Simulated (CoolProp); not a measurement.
Computed with CoolProp (reference Helmholtz-energy equation of state, Thol 2015).

Task: For octamethylcyclotetrasiloxane (D4), give the phase and the cv (kJ/(kg K)), Joule-Thomson coefficient (K/MPa) at 169.65 °C and 0.494 MPa; 245.95 °C and 0.0207 MPa; 124.55 °C and 1.27 MPa.

Result: 
- 169.65 °C and 0.494 MPa: liquid; cv 1.70, Joule-Thomson coefficient -0.142
- 245.95 °C and 0.0207 MPa: gas; cv 1.81, Joule-Thomson coefficient 12.3
- 124.55 °C and 1.27 MPa: liquid; cv 1.59, Joule-Thomson coefficient -0.269
